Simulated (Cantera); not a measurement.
Input (Python, Cantera) and output of one run.

```python
import numpy as np
import cantera as ct

gas_names = """
    N NO NO2 NO3 N2 N2O O O2 O3 Si SiN SiO SiO2 Si2 Si2N Si3
""".split()
cond_names = """
    Si(cr) Si(L) SiO2(Lqz) SiO2(hqz) SiO2(L) Si2N2O(s) Si3N4(a)
""".split()


# ... load() reads the species with a 1 bar reference pressure and builds the phases ...
atoms = {
    'Si3N4': {'Si': 3, 'N': 4},
    'N2O': {'N': 2, 'O': 1},
    'N2': {'N': 2},
}
top_T = {'Si2N2O(s)': 2100, 'Si3N4(a)': 2400}  # K; cautious upper limits of use, not melting points


# ... equilibrate(T, P, feed) seeds the gas with the atoms and calls Mixture.equilibrate('TP', solver="vcs", rtol=1e-11, max_steps=5000) ...
results = []
P = 133.322  # Pa
for T in [1048, 1123, 1198, 1273, 1348, 1423, 1498, 1573, 1648, 1723, 1798, 1873]:
    for m in [100, 130, 160, 190, 230, 280, 340, 420, 510, 620, 760, 930]:
        feed = {'Si3N4': 1, 'N2O': 0.013, 'N2': m}  # mol
        mix = equilibrate(T, P, feed)
        results.append((T, P, feed, dict(zip(mix.species_names, mix.species_moles))))

for T, P, feed, n in results:
    print(f"{T:7g} {feed['N2']:10.4g}  " + (" + ".join(c for c in cond_names if n.get(c, 0) > 1e-12) or "gas only"))
```

Output:

```
   1048        100  Si2N2O(s) + Si3N4(a)
   1048        130  Si2N2O(s) + Si3N4(a)
   1048        160  Si2N2O(s) + Si3N4(a)
   1048        190  Si2N2O(s) + Si3N4(a)
   1048        230  Si2N2O(s) + Si3N4(a)
   1048        280  Si2N2O(s) + Si3N4(a)
   1048        340  Si2N2O(s) + Si3N4(a)
   1048        420  Si2N2O(s) + Si3N4(a)
   1048        510  Si2N2O(s) + Si3N4(a)
   1048        620  Si2N2O(s) + Si3N4(a)
   1048        760  Si2N2O(s) + Si3N4(a)
   1048        930  Si2N2O(s) + Si3N4(a)
   1123        100  Si2N2O(s) + Si3N4(a)
   1123        130  Si2N2O(s) + Si3N4(a)
   1123        160  Si2N2O(s) + Si3N4(a)
   1123        190  Si2N2O(s) + Si3N4(a)
   1123        230  Si2N2O(s) + Si3N4(a)
   1123        280  Si2N2O(s) + Si3N4(a)
   1123        340  Si2N2O(s) + Si3N4(a)
   1123        420  Si2N2O(s) + Si3N4(a)
   1123        510  Si2N2O(s) + Si3N4(a)
   1123        620  Si2N2O(s) + Si3N4(a)
   1123        760  Si2N2O(s) + Si3N4(a)
   1123        930  Si2N2O(s) + Si3N4(a)
   1198        100  Si2N2O(s) + Si3N4(a)
   1198        130  Si2N2O(s) + Si3N4(a)
   1198        160  Si2N2O(s) + Si3N4(a)
   1198        190  Si2N2O(s) + Si3N4(a)
   1198        230  Si2N2O(s) + Si3N4(a)
   1198        280  Si2N2O(s) + Si3N4(a)
   1198        340  Si2N2O(s) + Si3N4(a)
   1198        420  Si2N2O(s) + Si3N4(a)
   1198        510  Si2N2O(s) + Si3N4(a)
   1198        620  Si2N2O(s) + Si3N4(a)
   1198        760  Si2N2O(s) + Si3N4(a)
   1198        930  Si2N2O(s) + Si3N4(a)
   1273        100  Si2N2O(s) + Si3N4(a)
   1273        130  Si2N2O(s) + Si3N4(a)
   1273        160  Si2N2O(s) + Si3N4(a)
   1273        190  Si2N2O(s) + Si3N4(a)
   1273        230  Si2N2O(s) + Si3N4(a)
   1273        280  Si2N2O(s) + Si3N4(a)
   1273        340  Si2N2O(s) + Si3N4(a)
   1273        420  Si2N2O(s) + Si3N4(a)
   1273        510  Si2N2O(s) + Si3N4(a)
   1273        620  Si2N2O(s) + Si3N4(a)
   1273        760  Si2N2O(s) + Si3N4(a)
   1273        930  Si2N2O(s) + Si3N4(a)
   1348        100  Si2N2O(s) + Si3N4(a)
   1348        130  Si2N2O(s) + Si3N4(a)
   1348        160  Si2N2O(s) + Si3N4(a)
   1348        190  Si2N2O(s) + Si3N4(a)
   1348        230  Si2N2O(s) + Si3N4(a)
   1348        280  Si2N2O(s) + Si3N4(a)
   1348        340  Si2N2O(s) + Si3N4(a)
   1348        420  Si2N2O(s) + Si3N4(a)
   1348        510  Si2N2O(s) + Si3N4(a)
   1348        620  Si2N2O(s) + Si3N4(a)
   1348        760  Si2N2O(s) + Si3N4(a)
   1348        930  Si2N2O(s) + Si3N4(a)
   1423        100  Si2N2O(s) + Si3N4(a)
   1423        130  Si2N2O(s) + Si3N4(a)
   1423        160  Si2N2O(s) + Si3N4(a)
   1423        190  Si2N2O(s) + Si3N4(a)
   1423        230  Si2N2O(s) + Si3N4(a)
   1423        280  Si2N2O(s) + Si3N4(a)
   1423        340  Si2N2O(s) + Si3N4(a)
   1423        420  Si2N2O(s) + Si3N4(a)
   1423        510  Si2N2O(s) + Si3N4(a)
   1423        620  Si2N2O(s) + Si3N4(a)
   1423        760  Si3N4(a)
   1423        930  Si3N4(a)
   1498        100  Si3N4(a)
   1498        130  Si3N4(a)
   1498        160  Si3N4(a)
   1498        190  Si3N4(a)
   1498        230  Si3N4(a)
   1498        280  Si3N4(a)
   1498        340  Si3N4(a)
   1498        420  Si3N4(a)
   1498        510  Si3N4(a)
   1498        620  Si3N4(a)
   1498        760  Si3N4(a)
   1498        930  Si3N4(a)
   1573        100  Si3N4(a)
   1573        130  Si3N4(a)
   1573        160  Si3N4(a)
   1573        190  Si3N4(a)
   1573        230  Si3N4(a)
   1573        280  Si3N4(a)
   1573        340  Si3N4(a)
   1573        420  Si3N4(a)
   1573        510  Si3N4(a)
   1573        620  Si3N4(a)
   1573        760  Si3N4(a)
   1573        930  Si3N4(a)
   1648        100  Si3N4(a)
   1648        130  Si3N4(a)
   1648        160  Si3N4(a)
   1648        190  Si3N4(a)
   1648        230  Si3N4(a)
   1648        280  Si3N4(a)
   1648        340  Si3N4(a)
   1648        420  Si3N4(a)
   1648        510  Si3N4(a)
   1648        620  Si3N4(a)
   1648        760  Si3N4(a)
   1648        930  Si3N4(a)
   1723        100  Si(L)
   1723        130  Si(L)
   1723        160  Si(L)
   1723        190  Si(L)
   1723        230  Si(L)
   1723        280  Si(L)
   1723        340  Si(L)
   1723        420  Si(L)
   1723        510  Si(L)
   1723        620  Si(L)
   1723        760  Si(L)
   1723        930  Si(L)
   1798        100  Si(L)
   1798        130  Si(L)
   1798        160  Si(L)
   1798        190  Si(L)
   1798        230  Si(L)
   1798        280  Si(L)
   1798        340  Si(L)
   1798        420  Si(L)
   1798        510  Si(L)
   1798        620  Si(L)
   1798        760  Si(L)
   1798        930  Si(L)
   1873        100  Si(L)
   1873        130  Si(L)
   1873        160  Si(L)
   1873        190  Si(L)
   1873        230  Si(L)
   1873        280  Si(L)
   1873        340  Si(L)
   1873        420  gas only
   1873        510  gas only
   1873        620  gas only
   1873        760  gas only
   1873        930  gas only
```

Method: chemical equilibrium by Gibbs-energy minimisation in Cantera with the NASA 1993 tables (ideal gas, pure condensed phases). Mutual solubility and eutectic melting of coexisting phases are not modelled.
